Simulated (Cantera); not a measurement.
**Thermodynamics of carbothermic reduction, feed TiO2 + CH4 + H2**

Input: 1 mol TiO2, 2.6 mol CH4, 0.62 mol H2, held at 1000 Pa.

These are equilibrium values from Cantera (NASA tables, ideal gas, pure condensed phases), not measurements of a reactor. Candidate condensed phases: C, C6H6, C7H8, C8H18, H2O, Ti, TiC, TiO, TiO2, Ti2O3, Ti3O5, Ti4O7; 113 gas species. Mutual solubility and eutectic melting of coexisting phases are not modelled. TiC, TiO: taken at fixed stoichiometry. Condensed phases not in the tables: solid solutions among these carbides, nitrides and lower oxides. Kinetics and transport are ignored.

```
T (K)   x H2   x CO      x H      x Ti  n TiC(s)  n Ti2O3(s)  n TiO(s)  n TiO(l)
-----  -----  -----  -------  --------  --------  ----------  --------  --------
1698   0.767  0.232  0.00127   5.48e-9     0.840      0.0799         0         0
1773   0.766  0.232  0.00249   5.98e-8     0.840      0.0799         0         0
1848   0.760  0.236  0.00462   4.91e-7     0.800           0     0.200         0
1923   0.757  0.235  0.00819   3.32e-6     0.800           0     0.200         0
1998   0.751  0.235   0.0139   1.94e-5     0.800           0     0.199         0
2073   0.743  0.233   0.0227   9.65e-5     0.800           0         0     0.198
2148   0.731  0.232   0.0356  0.000422     0.799           0         0     0.194
2223   0.713  0.230   0.0541   0.00167     0.794           0         0     0.181
2298   0.684  0.227   0.0792   0.00603     0.776           0         0     0.145
2373   0.636  0.224    0.111    0.0201     0.716           0         0    0.0428
```
x: gas mole fraction; n: condensed amount in mol.

From 1698 K to 1773 K the condensed part is TiC(s) + Ti2O3(s). From 1848 K to 1998 K the condensed part is TiC(s) + TiO(s). From 2073 K to 2373 K the condensed part is TiC(s) + TiO(l). The main Ti-bearing gas is TiO at 1698 K and Ti at 2373 K.
